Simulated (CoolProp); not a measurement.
Properties of C3F8 (R218) along the isobar 0.101 MPa.

Model: reference Helmholtz-energy equation of state, Lemmon 2006, in CoolProp. It is a short technical equation, of lower accuracy than the large ones.

| T (°C) | phase | density (kg/m³) | cv (kJ/(kg K)) | isothermal compressibility (1/MPa) |
|---|---|---|---|---|
| -76.55 | liquid | 1759 | 0.6141 | 0.001615 |
| -55.75 | liquid | 1684 | 0.6524 | 0.002205 |
| -35.05 | gas | 10.11 | 0.6622 | 10.48 |
| -14.25 | gas | 9.154 | 0.6893 | 10.29 |
| 6.55 | gas | 8.392 | 0.7199 | 10.18 |
| 27.35 | gas | 7.761 | 0.7509 | 10.11 |
| 48.15 | gas | 7.226 | 0.7813 | 10.07 |
| 68.85 | gas | 6.766 | 0.8104 | 10.03 |
| 89.65 | gas | 6.362 | 0.8383 | 10.01 |
| 110.45 | gas | 6.006 | 0.8646 | 9.987 |
